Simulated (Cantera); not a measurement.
An adiabatic, constant-volume homogeneous reactor starts with CH4 : CO : O2 : N2 = 1 : 0.17 : 4.37 : 16.4 (molar parts), at 1823 K and 4.93 atm.

Cantera simulation using GRI-Mech 3.0 (53 species, 325 reactions); the numbers are that mechanism's predictions, not measurements.

x: mole fraction; the columns are a selection and need not sum to one.

| t (s) | T (K) | P (bar) | x CH4 | x CO | x O2 | x HO2 | x CH2 | x H2 |
|---|---|---|---|---|---|---|---|---|
| 1.00e-6 | 1823 | 5.00 | 0.0455 | 0.00775 | 0.199 | ___ | 3.62e-10 | 4.98e-6 |
| 3.05e-6 | 1823 | 5.00 | 0.0454 | 0.00775 | 0.199 | ___ | 3.25e-9 | 1.93e-5 |
| 9.30e-6 | 1824 | 5.00 | 0.0444 | 0.00778 | 0.199 | ___ | 8.52e-8 | 0.000161 |
| 2.83e-5 | 2726 | 7.60 | <1e-12 | 0.0135 | 0.101 | ___ | <1e-12 | 0.00325 |
| 8.64e-5 | 2826 | 7.83 | <1e-12 | 0.00853 | 0.0996 | 2.58e-5 | <1e-12 | 0.00218 |
| 0.000263 | 2813 | 7.79 | <1e-12 | 0.00830 | 0.0960 | 2.44e-5 | <1e-12 | 0.00213 |
| 0.000803 | 2797 | 7.74 | <1e-12 | 0.00803 | 0.0917 | 2.29e-5 | <1e-12 | 0.00207 |
| 0.00245 | 2793 | 7.73 | <1e-12 | 0.00796 | 0.0905 | 2.25e-5 | <1e-12 | 0.00205 |
| 0.00747 | 2793 | 7.73 | <1e-12 | 0.00796 | 0.0905 | 2.25e-5 | <1e-12 | 0.00205 |
| 0.0228 | 2793 | 7.73 | <1e-12 | 0.00796 | 0.0905 | 2.25e-5 | <1e-12 | 0.00205 |
| 0.0694 | 2793 | 7.73 | <1e-12 | 0.00796 | 0.0905 | 2.25e-5 | <1e-12 | 0.00205 |
| 0.212 | 2793 | 7.73 | <1e-12 | 0.00796 | 0.0905 | 2.25e-5 | <1e-12 | 0.00205 |
| 0.645 | 2793 | 7.73 | <1e-12 | 0.00796 | 0.0905 | 2.25e-5 | <1e-12 | 0.00205 |
| 1.97 | 2793 | 7.73 | <1e-12 | 0.00796 | 0.0905 | 2.25e-5 | <1e-12 | 0.00205 |
| 6.00 | 2793 | 7.73 | <1e-12 | 0.00796 | 0.0905 | 2.25e-5 | <1e-12 | 0.00205 |

Task: What belongs in the gaps?

Result: 
- 1.00e-6, x HO2: 4.27e-6
- 3.05e-6, x HO2: 1.24e-5
- 9.30e-6, x HO2: 4.38e-5
- 2.83e-5, x HO2: 2.20e-5
